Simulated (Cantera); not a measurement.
**Thermodynamics of silicon nitride deposition, feed trisilylamine + N2**

Feed: 1 mol trisilylamine, 9.8 mol N2.

These are equilibrium values from Cantera (NASA tables, ideal gas, pure condensed phases), not measurements of a reactor. Candidate condensed phases: Si, Si3N4; 18 gas species. The feed counts by its element totals alone. Equilibrium is a limit: real reactors are often held back by kinetics, nucleation or transport.

**Question.** Map the stable condensed phases over T = 850, 950, 1050, 1150, 1250, 1350, 1450, 1550, 1650, 1750, 1850, 1950, 2050 K and P in Pa = 5, 15, 45, 140, 410, 1200, 3700, 11000, 33000, 100000.

**Answer.** 
```
T in K \ P in Pa
              5     15     45    140    410   1200   3700  11000  33000 100000
   2050       A      A      A      B      B      B      B      B      B      C
   1950       A      B      B      B      B      B      B      B      C      C
   1850       B      B      B      B      B      B      C      C      C      C
   1750       B      B      B      B      B      C      C      C      C      C
   1650       B      B      B      C      C      C      C      C      C      C
   1550       B      B      C      C      C      C      C      C      C      C
   1450       C      C      C      C      C      C      C      C      C      C
   1350       C      C      C      C      C      C      C      C      C      C
   1250       C      C      C      C      C      C      C      C      C      C
   1150       C      C      C      C      C      C      C      C      C      C
   1050       C      C      C      C      C      C      C      C      C      C
    950       C      C      C      C      C      C      C      C      C      C
    850       C      C      C      C      C      C      C      C      C      C
```
A: gas only; B: Si; C: Si3N4.
